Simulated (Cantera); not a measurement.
Equilibrium for iron carbonyl, mercury and lead vapours: Hg + O2 + H2

A closed system holds: 1 mol Hg, 0.73 mol O2, 0.16 mol H2, held at 773.15 K and 0.488 Torr.

Method: chemical equilibrium by Gibbs-energy minimisation in Cantera with the NASA 1993 tables (ideal gas, pure condensed phases). Candidate condensed phases: H2O, Hg, HgO; 10 gas species. Kinetics and transport are ignored.

The x(Hg) comes out as 0.552 and the x(O2) is 0.359. The x(H2O) comes out as 0.0884, the gas amount comes out as 1.810 mol and the log10 activity of Hg(l) (absent) comes out as -4.35.
